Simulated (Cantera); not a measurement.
Input (Python, Cantera) and output of one run.

```python
import numpy as np
import cantera as ct

gas_names = """
    B BH BH2 BH3 BN BO BO2 B2 B2O B2O2 B2O3 B3O3H3 H HBO HBO2 HNO HNO2 HNO3 HO2 H2 H2O H2O2 H3B3O6 N NH
    NH2 NH3 NH2OH NO NO2 NO3 N2 N2H2 N2H4 N2O O OH O2 O3
""".split()
cond_names = """
    B(b) B(L) BN(s) B2O3(L) B3O3H3(cr) H2O(s) H2O(L)
""".split()


def load(file, names, dense=False):
    # The tables refer to 1 bar. Condensed volumes are neglected.
    table = {s.name: s for s in ct.Species.list_from_file(file)}
    out = []
    for n in names:
        d = dict(table[n].input_data)
        d["thermo"] = dict(d["thermo"], **{"reference-pressure": 1e5})
        if dense:
            d["equation-of-state"] = {"model": "constant-volume", "density": "1e6 g/cm^3"}
        out.append(ct.Species.from_dict(d))
    return out


gas = ct.Solution(thermo="ideal-gas", species=load("nasa_gas.yaml", gas_names))
cond = {s.name: ct.Solution(thermo="fixed-stoichiometry", species=[s], name=s.name)
        for s in load("nasa_condensed.yaml", cond_names, dense=True)}
atoms = {
    'B2H6': {'B': 2, 'H': 6},
    'O2': {'O': 2},
    'N2': {'N': 2},
    'H2': {'H': 2},
}
top_T = {'BN(s)': 3200}  # K; cautious upper limits of use, not melting points


def equilibrate(T, P, feed):
    n = {}
    for name, mol in feed.items():
        for a, k in atoms[name].items():
            n[a] = n.get(a, 0.0) + k * mol
    gas.TPX = T, P, n
    mass = sum(n.values()) * gas.mean_molecular_weight
    gas.equilibrate("TP")
    valid = [c for c in cond.values() if c.min_temp <= T <= top_T.get(c.name, c.max_temp)]
    mix = ct.Mixture([(gas, mass / gas.mean_molecular_weight)] + [(c, 0.0) for c in valid])
    mix.T, mix.P = T, P
    mix.equilibrate("TP", solver="vcs", rtol=1e-11, max_steps=5000)
    return mix


results = []
feed = {'B2H6': 1, 'O2': 2.6, 'N2': 1.6, 'H2': 41}  # mol
T = 850  # K
P = 23000  # Pa
mix = equilibrate(T, P, feed)
results.append((T, P, feed, dict(zip(mix.species_names, mix.species_moles))))
x = sorted(zip(gas.X, gas.species_names), reverse=True)
print(f"T = {T:g} K  P = {P:g} Pa  gas = {mix.phase_moles(0):.4g} mol")
print("   x: " + "  ".join(f"{s} {v:.3e}" for v, s in x if v > 0.001))
print("   condensed (mol): " + ("  ".join(f"{mix.phase(i).name} {mix.phase_moles(i):.4g}"
      for i in range(1, mix.n_phases) if mix.phase_moles(i) > 1e-12) or "none"))
```

Output:

```
T = 850 K  P = 23000 Pa  gas = 45.59 mol
   x: H2 9.168e-01  H2O 4.776e-02  N2 3.506e-02
   condensed (mol): B2O3(L) 0.9774
```

Cantera equilibrium calculation (NASA polynomials, part measured and part estimated; ideal gas, pure solids and liquids). The feed counts by its element totals alone. Gases not in the tables: H3BO3.
